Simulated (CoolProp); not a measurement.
Carbon dioxide along the isobar 9.85 MPa: Z from the reference equation and from simpler models built on Tc = 31.0 °C, pc = 7.377 MPa, ω = 0.224; each cubic takes its own stable root.

The numbers come from the reference Helmholtz-energy equation of state, Span 1996 in CoolProp.

| T (°C) | phase | reference | van der Waals | Peng-Robinson |
|---|---|---|---|---|
| 19.05 | liquid | … | 0.3091 | 0.2133 |
| 27.55 | liquid | 0.2188 | 0.3185 | 0.2321 |
| 36.15 | supercritical | … | 0.3348 | 0.2698 |
| 44.65 | supercritical | 0.3382 | 0.3647 | 0.3652 |
| 53.15 | supercritical | 0.4849 | 0.4272 | … |
| 61.75 | supercritical | … | 0.5151 | 0.5648 |
| 70.25 | supercritical | 0.6308 | 0.5805 | 0.6213 |
| 78.75 | supercritical | 0.6759 | 0.6284 | 0.6654 |
| 87.35 | supercritical | 0.7127 | 0.6662 | 0.7020 |

**Question.** What belongs in the gaps?

**Answer.** 
- 19.05, reference: 0.2072
- 36.15, reference: 0.2444
- 53.15, Peng-Robinson: 0.4855
- 61.75, reference: 0.5718
